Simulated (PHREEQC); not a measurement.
Dissolve 0.0046 mol H2SeO4, 0.11 mol H3PO4 and 0.0027 mol CaCl2 per kg of water at 56 °C. Closed to the air; pH follows from the charge balance.

Model: ion-association model, wateq4f.dat, run in PHREEQC.

| quantity | before | after |
|---|---|---|
| pH | 1.61 | 2.16 |
| ionic strength (mol/kgw) | 0.0368 | 0.0191 |
| SeO4-2 (mol/kgw) | 0.00192 | 0.00318 |
| Ca+2 (mol/kgw) | 0.00186 | 0.00270 |
| SI of Portlandite (Ca(OH)2) | -20.48 | -19.15 |

### Question
Name the change that produced these shifts.
(A) temperature from 56 to 15 °C
(B) H3PO4 replaced by Na3PO4 at the same molality
(C) H2SeO4 replaced by Na2SeO4 at the same molality
(D) H3PO4 left out
(E) H3PO4 from 0.11 to 0.55 mol/kgw

### Answer
D, H3PO4 left out

This is a speciation only: nothing precipitates in the calculation. H3PO4, which wateq4f.dat lacks, is added to it with the constant of phreeqc.dat. Away from 25 °C the constants follow the database's enthalpies or fits; those with neither stay at their 25 °C values.
